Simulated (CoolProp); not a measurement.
Vapour-liquid equilibrium of toluene (1) + n-dodecane (2) at 6.25 bar; x and y are mole fractions of (1).

Computed with CoolProp (multi-fluid Helmholtz-energy mixture model, Lemmon 2006 and Lemmon 2004; pair parameters Bell 2016).

```json
[
 {"x": "0.05", "bubble temperature (°C)": "302.5", "y at the bubble point": "0.132", "dew temperature at overall composition x (°C)": "307.4", "liquid density (mol/L)": "3.008"},
 {"x": "0.15", "bubble temperature (°C)": "285.7", "y at the bubble point": "0.381", "dew temperature at overall composition x (°C)": "301.4", "liquid density (mol/L)": "(withheld)"},
 {"x": "0.25", "bubble temperature (°C)": "268.6", "y at the bubble point": "0.582", "dew temperature at overall composition x (°C)": "294.9", "liquid density (mol/L)": "3.651"},
 {"x": "0.35", "bubble temperature (°C)": "(withheld)", "y at the bubble point": "0.727", "dew temperature at overall composition x (°C)": "287.9", "liquid density (mol/L)": "(withheld)"},
 {"x": "0.45", "bubble temperature (°C)": "238.3", "y at the bubble point": "(withheld)", "dew temperature at overall composition x (°C)": "280.2", "liquid density (mol/L)": "4.396"},
 {"x": "0.55", "bubble temperature (°C)": "(withheld)", "y at the bubble point": "0.888", "dew temperature at overall composition x (°C)": "271.6", "liquid density (mol/L)": "4.813"},
 {"x": "0.65", "bubble temperature (°C)": "215.9", "y at the bubble point": "(withheld)", "dew temperature at overall composition x (°C)": "261.6", "liquid density (mol/L)": "(withheld)"},
 {"x": "0.75", "bubble temperature (°C)": "(withheld)", "y at the bubble point": "0.959", "dew temperature at overall composition x (°C)": "249.5", "liquid density (mol/L)": "5.792"},
 {"x": "0.85", "bubble temperature (°C)": "199.5", "y at the bubble point": "0.980", "dew temperature at overall composition x (°C)": "233.7", "liquid density (mol/L)": "6.387"},
 {"x": "0.95", "bubble temperature (°C)": "192.9", "y at the bubble point": "0.994", "dew temperature at overall composition x (°C)": "210.1", "liquid density (mol/L)": "7.085"}
]
```

**Question.** Some entries are withheld; supply them.

**Answer.** 
- 0.15, liquid density (mol/L): 3.316
- 0.35, bubble temperature (°C): 252.5
- 0.35, liquid density (mol/L): 4.011
- 0.45, y at the bubble point: 0.824
- 0.55, bubble temperature (°C): 226.2
- 0.65, y at the bubble point: 0.930
- 0.65, liquid density (mol/L): 5.274
- 0.75, bubble temperature (°C): 207.1

No azeotrope shows between x = 0.05 and 0.95.

The pair parameters rest on a limited set of measurements; away from them the model extrapolates.
